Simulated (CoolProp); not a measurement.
Vapour-liquid equilibrium of propylene (1) + cyclohexane (2) at 63.95 °C; x and y are mole fractions of (1).

Model: multi-fluid Helmholtz-energy mixture model, Lemmon 2013 and Zhou 2014; pair parameters Bell 2016, in CoolProp.

Question: Give the bubble pressure and the first vapour's composition at x = 0.275, 0.35, 0.65. Is there an azeotrope?

Answer: x = 0.275: 773.7 kPa, y = 0.927; x = 0.35: 957.2 kPa, y = 0.943; x = 0.65: 1681 kPa, y = 0.974. No azeotrope shows between x = 0.05 and 0.95.

Pair parameters are fitted to limited data, so mixtures are less certain than the pure fluids. The gap from Raoult's law changes sign with composition, which may be real or a fault of the pair parameters; it wasn't checked against measurements.
